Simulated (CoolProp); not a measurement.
A Linde-Hampson liquefier for ethane: isothermal reversible compression at 320 K from 1 atm to 30 MPa, throttling to 1 atm, return gas leaving the recuperator 2 K below the feed. Each further row changes one setting.

Values from CoolProp's reference Helmholtz-energy equation of state, Bücker 2006.

```csv
case,liquid yield per pass,compression work (kJ/kg of gas)
as stated,0.464,390
high pressure 60 MPa,0.436,457
warm-end temperature 350 K,0.390,457
warm-end gap 7 K,0.457,390
```
